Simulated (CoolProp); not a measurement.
Vapour-liquid equilibrium of ethylene (1) + ethane (2) at 140.1 K; x and y are mole fractions of (1).

Values from CoolProp's multi-fluid Helmholtz-energy mixture model, Smukala 2000 and Bücker 2006; pair parameters Bell 2016.

| x | bubble pressure, mixture model (MPa) | bubble pressure, Raoult's law (MPa) | y, mixture model | y, Raoult's law |
|---|---|---|---|---|
| 0.05 | 0.004414 | 0.004257 | 0.170 | 0.140 |
| 0.125 | ? | 0.004865 | 0.343 | 0.307 |
| 0.2 | 0.005840 | 0.005473 | ? | 0.437 |
| 0.275 | 0.006460 | 0.006081 | 0.555 | 0.541 |
| 0.35 | ? | 0.006689 | 0.629 | 0.626 |
| 0.425 | 0.007610 | 0.007297 | 0.692 | 0.696 |
| 0.5 | 0.008165 | 0.007905 | 0.747 | 0.756 |
| 0.575 | 0.008717 | 0.008513 | 0.796 | 0.808 |
| 0.65 | ? | 0.009120 | 0.840 | 0.852 |
| 0.725 | 0.009836 | 0.009728 | 0.880 | 0.891 |
| 0.8 | 0.01041 | 0.01034 | 0.917 | 0.925 |
| 0.875 | 0.01098 | 0.01094 | 0.951 | 0.956 |
| 0.95 | ? | 0.01155 | 0.982 | 0.983 |

Fill in the missing entries.


- 0.125, bubble pressure, mixture model (MPa): 0.005167
- 0.2, y, mixture model: 0.463
- 0.35, bubble pressure, mixture model (MPa): 0.007045
- 0.65, bubble pressure, mixture model (MPa): 0.009273
- 0.95, bubble pressure, mixture model (MPa): 0.01157

The largest gap from Raoult's law is +6.7 % in bubble pressure, at x = 0.2. No azeotrope shows between x = 0.05 and 0.95.

Pair parameters are fitted to limited data, so mixtures are less certain than the pure fluids.
